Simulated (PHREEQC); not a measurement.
## Copper plating or etch bath: an equilibrium model

Make-up at 85 °C: 0.057 mol/kgw CuCl2 and 0.0036 mol/kgw Na2SO4. Closed to the air; pH follows from the charge balance.

Equilibrium calculation in PHREEQC: ion-association model, phreeqc.dat.

Each row changes one thing in this solution. Precipitation was switched off in this run.

| case | pH | ionic strength (mol/kgw) | Cl- (mol/kgw) | Cu+2 (mol/kgw) | CuCl+ (mol/kgw) | CuCl2 (mol/kgw) |
|---|---|---|---|---|---|---|
| as made | 3.88 | 0.121 | 0.0862 | 0.0285 | 0.0257 | 0.00105 |
| 0.0012 mol/kgw NaBr added | 3.88 | 0.122 | 0.0863 | 0.0285 | 0.0256 | 0.00105 |
| Na2SO4 left out | 3.83 | 0.115 | 0.0853 | 0.0292 | 0.0265 | 0.00109 |
| CuCl2 from 0.057 to 0.114 mol/kgw | 3.77 | 0.208 | 0.157 | 0.0454 | 0.0626 | 0.00406 |
| CuCl2 from 0.057 to 0.0057 mol/kgw | 4.41 | 0.0227 | 0.0107 | 0.00403 | 0.000721 | 5.05e-6 |
| diluted 2-fold with water | ___ | 0.0668 | 0.0464 | 0.0173 | 0.0101 | 0.000254 |
| diluted 10-fold with water | ___ | ___ | 0.0105 | 0.00464 | 0.000885 | 6.40e-6 |
| Na2SO4 from 0.0036 to 0.0018 mol/kgw | 3.85 | 0.118 | 0.0858 | 0.0288 | 0.0261 | 0.00107 |
| CuCl2 from 0.057 to 0.0114 mol/kgw | 4.22 | 0.0353 | 0.0204 | 0.00773 | 0.00237 | 2.95e-5 |

**Question.** Fill in the missing entries.

**Answer.** 
- diluted 2-fold with water, pH: 3.98
- diluted 10-fold with water, pH: 4.29
- diluted 10-fold with water, ionic strength (mol/kgw): 0.0159

Away from 25 °C the constants follow the database's enthalpies or fits; those with neither stay at their 25 °C values.
